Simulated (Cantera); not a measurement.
Feed: 1 mol Si, 3.3 mol NF₃, 0.26 mol H₂, 0.74 mol Cl₂, at 823.15 K and 2.90 Pa.

Cantera equilibrium calculation (NASA polynomials, part measured and part estimated; ideal gas, pure solids and liquids). Candidate condensed phases: NH₄Cl, Si, Si₃N₄; 49 gas species. The numbers say what is thermodynamically allowed, not how fast it happens.

Base state: F 0.403, N₂ 0.200, ClF 0.179, SiF₄ 0.121, HF 0.0629, F₂ 0.0342 (mole fractions); condensed: gas only.

### Question
What changes in the equilibrium state with this change: temperature from 823.15 K to 1423.15 K?

### Answer
```
species   before     after
-------  -------  --------
F          0.403     0.535
N₂         0.200     0.165
Cl       1.02e-6     0.143
ClF        0.179   0.00429
F₂        0.0342   2.30e-6
HF        0.0629    0.0521
SiF₄       0.121     0.100
Cl₂      1.21e-7  0.000516
```
